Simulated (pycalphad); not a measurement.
Source of the numbers: pycalphad with the COST 507 light-alloy database (1999); pressure 1 atm. No gas phase is included, though pure Mg would boil below 1650 K. The database dates from 1999; later assessments differ in places, in temperatures and in the compounds included. The system is extrapolated from its subsystems; higher-order compounds may be missing. Kinetics are ignored, which matters at the lower temperatures.

Molar enthalpy of Al-3.38Cu-9.46Mg-6.96Si (at.%) in equilibrium (SER reference):

```
T (K)  H (kJ/mol)                                   phases
-----  ----------  ---------------------------------------
1650        50.47                                   liquid
1575        48.11                                   liquid
1500        45.75                                   liquid
1425        43.39                                   liquid
1350        41.03                                   liquid
1275        38.67                                   liquid
1200        36.32                                   liquid
1125        33.96                                   liquid
1050        31.61                                   liquid
975         29.26                                   liquid
925         27.70                                   liquid
900         26.93                                   liquid
825         17.04                     liquid + fcc + MG2SI
750          8.15  fcc + MG2SI + ALCU_THETA + diamond (Si)
725          7.23  fcc + MG2SI + ALCU_THETA + diamond (Si)
675          5.54  fcc + MG2SI + ALCU_THETA + diamond (Si)
600          3.24  fcc + MG2SI + ALCU_THETA + diamond (Si)
525          1.12  fcc + MG2SI + ALCU_THETA + diamond (Si)
450         -0.89  fcc + MG2SI + ALCU_THETA + diamond (Si)
375         -2.81  fcc + MG2SI + ALCU_THETA + diamond (Si)
```

Cooling from 900 K to 750 K, across the freezing range, releases 18.8 kJ/mol, or 670 J/g. The slope is 31 J/(mol K) in the liquid and 37 J/(mol K) just below the solidus, where it includes any heat of precipitation. Liquidus 875 K, solidus 773 K. Changes were sought between steps of 25 K, so a narrower field can be missed.

Database names, with the compositions (at.%) that they take in these runs: MG2SI: Mg 67 Si 33; ALCU_THETA: Al 67 Cu 32.
